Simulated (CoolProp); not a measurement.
Vapour-liquid equilibrium of n-heptane (1) + toluene (2) at 304.3 K; x and y are mole fractions of (1).

Computed with CoolProp (multi-fluid Helmholtz-energy mixture model, Span 2003 and Lemmon 2006; pair parameters Bell 2016).

| x | bubble pressure, mixture model (bar) | bubble pressure, Raoult's law (bar) | y, mixture model | y, Raoult's law |
|---|---|---|---|---|
| 0.05 | 0.05559 | 0.05332 | 0.113 | 0.077 |
| 0.125 | 0.06029 | 0.05560 | 0.241 | 0.185 |
| 0.2 | 0.06411 | 0.05788 | 0.338 | 0.284 |
| 0.275 | 0.06726 | 0.06015 | 0.417 | 0.376 |
| 0.35 | 0.06991 | 0.06243 | 0.485 | 0.461 |
| 0.425 | 0.07219 | 0.06470 | 0.547 | 0.540 |
| 0.5 | 0.07417 | 0.06698 | 0.605 | 0.613 |
| 0.575 | 0.07590 | 0.06926 | 0.660 | 0.682 |
| 0.65 | 0.07742 | 0.07153 | 0.716 | 0.747 |
| 0.725 | 0.07875 | 0.07381 | 0.773 | 0.807 |
| 0.8 | 0.07990 | 0.07608 | 0.831 | 0.864 |
| 0.875 | 0.08088 | 0.07836 | 0.892 | 0.917 |
| 0.95 | 0.08170 | 0.08064 | 0.956 | 0.968 |

The largest gap from Raoult's law is +12.0 % in bubble pressure, at x = 0.35. No azeotrope shows between x = 0.05 and 0.95.

Pair parameters are fitted to limited data, so mixtures are less certain than the pure fluids.
